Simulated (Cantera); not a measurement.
# Reactions in the system Ba-F-H-O

Cantera with NASA thermochemical tables; ideal gases at 1 bar, condensed phases pure. Values are per mole of reaction as written; species without (g) are pure solids or liquids, kept so even where they would boil at 1 bar.

2 BaF₂ + H₂O₂(g) → 2 BaO + H₂(g) + 4 F(g)

```tsv
T (K)	ΔH° (kJ)	ΔS° (J/K)	ΔG° (kJ)	log10 K
300	1774.7	482.9	1629.9	-283.78
798	1780.1	496.0	1384.4	-90.61
873	1779.6	495.3	1347.2	-80.60
948	1778.8	494.4	1310.1	-72.18
1023	1777.5	493.1	1273.0	-65.00
1098	1774.3	490.1	1236.1	-58.81
```
